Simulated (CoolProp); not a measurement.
Ethylbenzene at 293.15 K and 0.371 MPa is throttled through a valve to 0.222 MPa with no heat exchange. Each further row changes one setting.

Model: reference Helmholtz-energy equation of state, Zhou 2012, in CoolProp.

```
case                        temperature change (K)
--------------------------  ----------------------
as stated                                     +0.1
outlet pressure 0.0666 MPa                    +0.1
outlet pressure 0.289 MPa                     +0.0
```
